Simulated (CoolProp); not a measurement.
Saturation properties of methane.

Values from CoolProp's reference Helmholtz-energy equation of state, Setzmann 1991.

```json
[
 {"T (K)": "137.5", "p (kPa)": "562.1", "surface tension (mN/m)": "8.02", "vapour viscosity (µPa s)": "5.30", "liquid conductivity (mW/(m K))": "147"},
 {"T (K)": "143.1", "p (kPa)": "750.1", "surface tension (mN/m)": "(withheld)", "vapour viscosity (µPa s)": "(withheld)", "liquid conductivity (mW/(m K))": "139"},
 {"T (K)": "148.6", "p (kPa)": "975.6", "surface tension (mN/m)": "6.03", "vapour viscosity (µPa s)": "(withheld)", "liquid conductivity (mW/(m K))": "131"},
 {"T (K)": "154.2", "p (kPa)": "1251", "surface tension (mN/m)": "5.06", "vapour viscosity (µPa s)": "6.12", "liquid conductivity (mW/(m K))": "123"},
 {"T (K)": "159.8", "p (kPa)": "1579", "surface tension (mN/m)": "4.13", "vapour viscosity (µPa s)": "6.46", "liquid conductivity (mW/(m K))": "115"},
 {"T (K)": "165.3", "p (kPa)": "(withheld)", "surface tension (mN/m)": "3.24", "vapour viscosity (µPa s)": "6.87", "liquid conductivity (mW/(m K))": "107"},
 {"T (K)": "170.9", "p (kPa)": "2405", "surface tension (mN/m)": "2.38", "vapour viscosity (µPa s)": "7.39", "liquid conductivity (mW/(m K))": "99.3"},
 {"T (K)": "176.5", "p (kPa)": "2922", "surface tension (mN/m)": "1.57", "vapour viscosity (µPa s)": "8.09", "liquid conductivity (mW/(m K))": "90.9"},
 {"T (K)": "182", "p (kPa)": "3507", "surface tension (mN/m)": "(withheld)", "vapour viscosity (µPa s)": "9.10", "liquid conductivity (mW/(m K))": "82.6"},
 {"T (K)": "187.6", "p (kPa)": "4192", "surface tension (mN/m)": "0.214", "vapour viscosity (µPa s)": "11.0", "liquid conductivity (mW/(m K))": "76.5"}
]
```

### Question
Some entries are withheld; supply them.

### Answer

- 143.1, surface tension (mN/m): 7.00
- 143.1, vapour viscosity (µPa s): 5.55
- 148.6, vapour viscosity (µPa s): 5.82
- 165.3, p (kPa): 1957
- 182, surface tension (mN/m): 0.846

It boils at 111.7 K under 1 atm.

Viscosity comes from a separate model (Quiñones-Cisneros 2006). Thermal conductivity comes from a separate model (Friend 1989). Surface tension comes from a separate correlation (Mulero 2012).
